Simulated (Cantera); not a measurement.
An isothermal, constant-pressure homogeneous reactor starts with CH4 : H2 : O2 = 0.0052 : 1 : 0.0084 (molar parts), equivalence ratio 61, at 2200 K and 8.25 Torr.

Detailed kinetics in Cantera: GRI-Mech 3.0 (53 species, 325 reactions). Radical loss at walls, strong at low pressure, is not modelled.

x: mole fraction; the columns are a selection and need not sum to one.

| t (s) | x CH4 | x H2 | x O2 | x CO | x CH2 |
|---|---|---|---|---|---|
| 4.00e-6 | 0.00513 | 0.987 | 0.00829 | <1e-12 | 5.77e-12 |
| 1.10e-5 | 0.00513 | 0.987 | 0.00829 | <1e-12 | 4.15e-11 |
| 3.05e-5 | 0.00512 | 0.987 | 0.00828 | 1.97e-11 | 2.55e-10 |
| 8.42e-5 | 0.00512 | 0.986 | 0.00827 | 4.21e-10 | 1.42e-9 |
| 0.000233 | 0.00509 | 0.986 | 0.00821 | [?] | 1.29e-8 |
| 0.000642 | 0.00496 | 0.984 | 0.00760 | [?] | 3.24e-7 |
| 0.00177 | 0.00394 | 0.967 | 0.00163 | [?] | 1.69e-5 |
| 0.00490 | 0.00308 | 0.962 | 1.15e-7 | [?] | 2.32e-5 |
| 0.0135 | 0.00194 | 0.962 | 3.85e-9 | [?] | 1.74e-5 |
| 0.0374 | 0.000814 | 0.960 | 4.57e-9 | [?] | 9.56e-6 |
| 0.103 | 0.000291 | 0.958 | 5.38e-9 | [?] | 4.62e-6 |
| 0.285 | 0.000132 | 0.955 | 5.96e-9 | [?] | 2.97e-6 |
| 0.787 | 1.32e-5 | 0.950 | 7.05e-9 | 0.00489 | 4.60e-7 |
| 2.17 | 3.62e-11 | 0.939 | 1.20e-8 | 0.00499 | 2.19e-12 |
| 6.00 | <1e-12 | 0.932 | 1.64e-8 | 0.00498 | <1e-12 |

**Question.** Some entries are withheld; supply them.

**Answer.** 
- 0.000233, x CO: 1.45e-8
- 0.000642, x CO: 1.16e-6
- 0.00177, x CO: 6.66e-5
- 0.00490, x CO: 0.000174
- 0.0135, x CO: 0.000362
- 0.0374, x CO: 0.000774
- 0.103, x CO: 0.00162
- 0.285, x CO: 0.00327
